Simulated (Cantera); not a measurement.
What does this Cantera script print?

```python
import numpy as np
import cantera as ct

gas_names = """
    AL ALCL ALCL2 ALCL3 ALH ALN AL2 AL2CL6 CL CL2 H HCL H2 N NH NH2 NH3 N2 N2H2 N2H4
""".split()
cond_names = """
    AL(cr) AL(L) ALCL3(s) ALCL3(L) ALN(s) NH4CL(a) NH4CL(b)
""".split()


def load(file, names, dense=False):
    # The tables refer to 1 bar. Condensed volumes are neglected.
    table = {s.name: s for s in ct.Species.list_from_file(file)}
    out = []
    for n in names:
        d = dict(table[n].input_data)
        d["thermo"] = dict(d["thermo"], **{"reference-pressure": 1e5})
        if dense:
            d["equation-of-state"] = {"model": "constant-volume", "density": "1e6 g/cm^3"}
        out.append(ct.Species.from_dict(d))
    return out


gas = ct.Solution(thermo="ideal-gas", species=load("nasa_gas.yaml", gas_names))
cond = {s.name: ct.Solution(thermo="fixed-stoichiometry", species=[s], name=s.name)
        for s in load("nasa_condensed.yaml", cond_names, dense=True)}
atoms = {
    'Al': {'AL': 1},
    'HCl': {'H': 1, 'CL': 1},
    'N2': {'N': 2},
}
top_T = {'ALN(s)': 2750}  # K; cautious upper limits of use, not melting points


def equilibrate(T, P, feed):
    n = {}
    for name, mol in feed.items():
        for a, k in atoms[name].items():
            n[a] = n.get(a, 0.0) + k * mol
    gas.TPX = T, P, n
    mass = sum(n.values()) * gas.mean_molecular_weight
    gas.equilibrate("TP")
    valid = [c for c in cond.values() if c.min_temp <= T <= top_T.get(c.name, c.max_temp)]
    mix = ct.Mixture([(gas, mass / gas.mean_molecular_weight)] + [(c, 0.0) for c in valid])
    mix.T, mix.P = T, P
    mix.equilibrate("TP", solver="vcs", rtol=1e-11, max_steps=5000)
    return mix


results = []
feed = {'Al': 1, 'HCl': 2.9, 'N2': 490}  # mol
P = 15  # Pa
for T in [723, 823, 923, 1023, 1123, 1223, 1323, 1423, 1523, 1623, 1723, 1823, 1923]:
    mix = equilibrate(T, P, feed)
    results.append((T, P, feed, dict(zip(mix.species_names, mix.species_moles))))

top = {s: max(r[3][s] / sum(r[3][g] for g in gas_names) for r in results) for s in gas_names}
cols = sorted((s for s in top if top[s] > 1e-06), key=lambda s: -top[s])[:6]
seen = [c for c in cond_names if any(r[3].get(c, 0) > 1e-12 for r in results)]
print("log10 of partial pressures in bar; condensed amounts in mol")
print(f"{'T/K':>10s}" + "".join(f"{s[:9]:>10s}" for s in cols + seen))
for T, P, feed, n in results:
    ng = sum(n[g] for g in gas_names)
    print(f"{T:10.4g}" + "".join(f"{np.log10(max(n[s] / ng * P / 1e5, 1e-99)):10.3f}" for s in cols)
          + "".join(f"{n.get(c, 0):10.4g}" for c in seen))
```

Result:

```
log10 of partial pressures in bar; condensed amounts in mol
       T/K        N2       HCL        CL         H      ALCL        H2    ALN(s)
       723    -3.826    -6.434   -16.172   -16.368   -17.655    -6.589    0.4362
       823    -3.826    -6.460   -14.300   -14.420   -14.557    -6.571    0.4127
       923    -3.826    -6.481   -12.830   -12.891   -12.139    -6.558    0.3944
      1023    -3.826    -6.499   -11.644   -11.657   -10.199    -6.548    0.3793
      1123    -3.826    -6.516   -10.668   -10.640    -8.612    -6.539    0.3585
      1223    -3.826    -6.543    -9.867    -9.785    -7.305    -6.526    0.2198
      1323    -3.827    -6.442    -9.026    -9.092    -6.744    -6.585         0
      1423    -3.827    -6.320    -8.235    -8.527    -6.614    -6.698         0
      1523    -3.827    -6.283    -7.637    -8.014    -6.555    -6.756         0
      1623    -3.827    -6.301    -7.188    -7.538    -6.533    -6.754         0
      1723    -3.827    -6.365    -6.849    -7.105    -6.525    -6.731         0
      1823    -3.828    -6.487    -6.600    -6.731    -6.524    -6.735         0
      1923    -3.828    -6.684    -6.424    -6.435    -6.532    -6.817         0
```

Cantera equilibrium calculation (NASA polynomials, part measured and part estimated; ideal gas, pure solids and liquids). The tables' values for AlCl2 are old estimates; treat these amounts as uncertain.
